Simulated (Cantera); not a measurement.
Input (Python, Cantera) and output of one run.

```python
import numpy as np
import cantera as ct

gas_names = """
    CL CLO CL2 N NO NO2 NO3 N2 N2O O O2 O3 Si SiCL SiCL2 SiCL3 SiCL4 SiN SiO SiO2 Si2 Si2N Si3
""".split()
cond_names = """
    Si(cr) Si(L) SiO2(Lqz) SiO2(hqz) SiO2(L) Si2N2O(s) Si3N4(a)
""".split()


def load(file, names, dense=False):
    # The tables refer to 1 bar. Condensed volumes are neglected.
    table = {s.name: s for s in ct.Species.list_from_file(file)}
    out = []
    for n in names:
        d = dict(table[n].input_data)
        d["thermo"] = dict(d["thermo"], **{"reference-pressure": 1e5})
        if dense:
            d["equation-of-state"] = {"model": "constant-volume", "density": "1e6 g/cm^3"}
        out.append(ct.Species.from_dict(d))
    return out


gas = ct.Solution(thermo="ideal-gas", species=load("nasa_gas.yaml", gas_names))
cond = {s.name: ct.Solution(thermo="fixed-stoichiometry", species=[s], name=s.name)
        for s in load("nasa_condensed.yaml", cond_names, dense=True)}
atoms = {
    'SiCl4': {'Si': 1, 'CL': 4},
    'NO': {'N': 1, 'O': 1},
}
top_T = {'Si2N2O(s)': 2100, 'Si3N4(a)': 2400}  # K; cautious upper limits of use, not melting points


def equilibrate(T, P, feed):
    n = {}
    for name, mol in feed.items():
        for a, k in atoms[name].items():
            n[a] = n.get(a, 0.0) + k * mol
    gas.TPX = T, P, n
    mass = sum(n.values()) * gas.mean_molecular_weight
    gas.equilibrate("TP")
    valid = [c for c in cond.values() if c.min_temp <= T <= top_T.get(c.name, c.max_temp)]
    mix = ct.Mixture([(gas, mass / gas.mean_molecular_weight)] + [(c, 0.0) for c in valid])
    mix.T, mix.P = T, P
    mix.equilibrate("TP", solver="vcs", rtol=1e-11, max_steps=5000)
    return mix


results = []
feed = {'SiCl4': 1, 'NO': 15}  # mol
T = 2098  # K
P = 23000  # Pa
mix = equilibrate(T, P, feed)
results.append((T, P, feed, dict(zip(mix.species_names, mix.species_moles))))
print(gas.report(threshold=1e-06))
for i in range(1, mix.n_phases):
    print(f"{mix.phase(i).name:16s} {mix.phase_moles(i):12.5e} mol")
```

It prints:

```
       temperature   2098 K
          pressure   23000 Pa
           density   0.041354 kg/m^3
  mean mol. weight   31.364 kg/kmol
   phase of matter   gas

                          1 kg             1 kmol
                     ---------------   ---------------
          enthalpy         2.648e+06        8.3052e+07  J
   internal energy        2.0918e+06        6.5608e+07  J
           entropy            8699.4        2.7285e+05  J/K
    Gibbs function       -1.5603e+07       -4.8938e+08  J
 heat capacity c_p            1077.9             33806  J/K
 heat capacity c_v            812.78             25492  J/K

                      mass frac. Y      mole frac. X     chem. pot. / RT
                     ---------------   ---------------   ---------------
                CL           0.23254           0.20574           -18.906
               CLO         0.0013625        0.00083058           -34.622
               CL2          0.019778         0.0087492           -37.812
                NO         0.0089832         0.0093898           -30.442
               NO2        1.2796e-05        8.7235e-06           -46.157
                N2           0.37106           0.41543           -29.451
                 O        0.00087274         0.0017109           -15.716
                O2           0.36538           0.35814           -31.432
               SiO         3.839e-06        2.7313e-06            -49.87
              SiO2        1.0618e-05        5.5427e-06           -65.586
     [  +13 minor]        5.0568e-07        2.4295e-07

Si(L)             0.00000e+00 mol
SiO2(L)           9.99851e-01 mol
Si2N2O(s)         0.00000e+00 mol
Si3N4(a)          0.00000e+00 mol
```

These are equilibrium values from Cantera (NASA tables, ideal gas, pure condensed phases), not measurements of a reactor. The tables hold silica as quartz up to 1696 K and as liquid above; real silica turns to tridymite and cristobalite and melts near 1996 K.
